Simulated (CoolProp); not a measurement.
A single-stage vapour-compression cycle with the fluid: evaporating at 217.15 K (dew point), condensing at 279.15 K (bubble point), superheat 5 K, subcooling 2 K, compressor efficiency 0.8, no pressure losses. The same conditions are run with several fluids, on thermodynamics alone (safety and materials aside).

Computed with CoolProp (reference Helmholtz-energy equation of state of each fluid (fluoroethane (R161): Wu 2012; hydrogen chloride: Thol 2018; R507A: Lemmon 2003; R407C: Lemmon 2003; nitrous oxide: Lemmon 2006; R143a: Lemmon and Jacobsen 2000)). Blends and air are pseudo-pure fits.

| fluid | cooling COP | pressure ratio | discharge temperature (K) | refrigerating effect (kJ/kg) | volumetric capacity (kJ/m³) |
|---|---|---|---|---|---|
| fluoroethane (R161) | 2.21 | 13.3 | 351.6 | 328 | 346 |
| hydrogen chloride | 1.94 | 7.30 | 425.7 | 304 | 2670 |
| R507A | 2.06 | 11.8 | 310.5 | 129 | 451 |
| R407C | 1.89 | 19.4 | 347.2 | 176 | 296 |
| nitrous oxide | 1.87 | 7.13 | 373.4 | 221 | 2900 |
| R143a | 2.10 | 11.3 | 316.2 | 153 | 472 |
